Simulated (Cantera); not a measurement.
What does this Cantera script print?

```python
import numpy as np
import cantera as ct

gas_names = """
    HBr H
""".split()
cond_names = """
    Ba(cr) Ba(L) BaBr2(s) BaBr2(L)
""".split()


# ... load() reads the species with a 1 bar reference pressure and builds the phases ...
species = {s.name: s for s in load("nasa_gas.yaml", gas_names) + load("nasa_condensed.yaml", cond_names)}
# Each term lists the table entries of one substance; the one whose range holds T is used.
reactions = {
    'Ba + 2 HBr(g) = 2 H(g) + BaBr2':
        [(-1, ['Ba(cr)', 'Ba(L)']), (-2, ['HBr']), (2, ['H']), (1, ['BaBr2(s)', 'BaBr2(L)'])],
}


def pick(names, T):
    return next(species[n] for n in names if species[n].thermo.min_temp <= T <= species[n].thermo.max_temp)


results = []
for label, terms in reactions.items():
    print(label)
    print("     T/K   dH/kJ  dS/(J/K)   dG/kJ   log10 K")
    for T in [1025, 1050, 1075, 1100, 1125]:
        used = [(nu, pick(names, T)) for nu, names in terms]
        dH = sum(nu * s.thermo.h(T) for nu, s in used) / 1e6
        dS = sum(nu * s.thermo.s(T) for nu, s in used) / 1e3
        dG = dH - T * dS / 1e3
        logK = -dG * 1e6 / (ct.gas_constant * T * np.log(10))
        results.append((label, T, dH, dS, dG, logK, [s.name for _, s in used]))
        print(f"{T:8g} {dH:8.1f} {dS:8.1f} {dG:8.1f} {logK:8.2f}")
```

It prints:

```
Ba + 2 HBr(g) = 2 H(g) + BaBr2
     T/K   dH/kJ  dS/(J/K)   dG/kJ   log10 K
    1025   -233.9    -50.5   -182.2     9.28
    1050   -233.2    -49.8   -180.9     9.00
    1075   -232.4    -49.1   -179.7     8.73
    1100   -231.7    -48.4   -178.5     8.47
    1125   -230.9    -47.7   -177.2     8.23
```

Source: NASA polynomial tables (part measured, part estimated), evaluated in Cantera. Condensed species are held in their standard states even where they would react or evaporate.
